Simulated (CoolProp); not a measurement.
Vapour-liquid equilibrium of n-heptane (1) + toluene (2) at 420 kPa; x and y are mole fractions of (1).

Computed with CoolProp (multi-fluid Helmholtz-energy mixture model, Span 2003 and Lemmon 2006; pair parameters Bell 2016).

### Question
Give the bubble temperature and the first vapour's composition at x = 0.05, 0.125, 0.2. Is there an azeotrope?

### Answer
x = 0.05: 167.9 °C, y = 0.077; x = 0.125: 165.8 °C, y = 0.179; x = 0.2: 164.0 °C, y = 0.268. No azeotrope shows between x = 0.05 and 0.95.

Pair parameters are fitted to limited data, so mixtures are less certain than the pure fluids.
